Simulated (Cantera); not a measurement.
A perfectly stirred reactor is fed with CH4 : CO : O2 : N2 = 1 : 0.071 : 1.85 : 6.96 (molar parts), at 0.987 atm; it is adiabatic with a 525 K inlet, and is followed from long to short residence time, starting on the burning branch (τ in s: 0.043, 0.017, 0.0067, 0.0027, 0.0011, 0.00042, 0.00017, 6.6e-05, 2.6e-05).

Cantera simulation using GRI-Mech 3.0 (53 species, 325 reactions); the numbers are that mechanism's predictions, not measurements.

What does this change do: pressure from 0.987 atm to 1.88 atm?


| quantity | before | after |
|---|---|---|
| blow-out, bracketed by the residence times tried | burning at 66.0 µs, out at 26.0 µs | burning at 66.0 µs, out at 26.0 µs |
| x(CH4) at τ = 43.0 ms | 6.22e-6 | 5.12e-6 |
| x(CO) at τ = 43.0 ms | 0.0311 | 0.0296 |
| x(O2) at τ = 43.0 ms | 0.00256 | 0.00155 |
| x(OH) at τ = 43.0 ms | 0.00433 | 0.00330 |
| x(H2O) at τ = 43.0 ms | 0.182 | 0.184 |
| x(CH4) at τ = 1.10 ms | 8.58e-5 | 6.65e-5 |
| x(CO) at τ = 1.10 ms | 0.0392 | 0.0359 |
| x(O2) at τ = 1.10 ms | 0.00967 | 0.00658 |
| x(OH) at τ = 1.10 ms | 0.00816 | 0.00657 |
| x(H2O) at τ = 1.10 ms | 0.169 | 0.175 |
